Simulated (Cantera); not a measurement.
An adiabatic, constant-pressure homogeneous reactor starts with CH4 : H2 : O2 : N2 = 1 : 0.36 : 1.45 : 5.46 (molar parts), at 1625 K and 1000000 Pa.

Cantera simulation using GRI-Mech 3.0 (53 species, 325 reactions); the numbers are that mechanism's predictions, not measurements.

Task: Predict: time of steepest temperature rise; temperature at 3.00 s; equilibrium temperature; x(H2) at 3.00 s; x(O2) at 3.00 s; x(NO) at 3.00 s; x(CH2O) at 3.00 s.

Result: 
```
Item                                                                  Result
---------------------------------  -----------------------------------------
time of steepest temperature rise                                    29.0 µs
temperature at 3.00 s                                                 2916 K
equilibrium temperature                                               2916 K
x(H2) at 3.00 s                        0.0797 (gas-phase equilibrium 0.0797)
x(O2) at 3.00 s                    0.000553 (gas-phase equilibrium 0.000553)
x(NO) at 3.00 s                      0.00195 (gas-phase equilibrium 0.00195)
x(CH2O) at 3.00 s                    2.77e-8 (gas-phase equilibrium 2.77e-8)
```
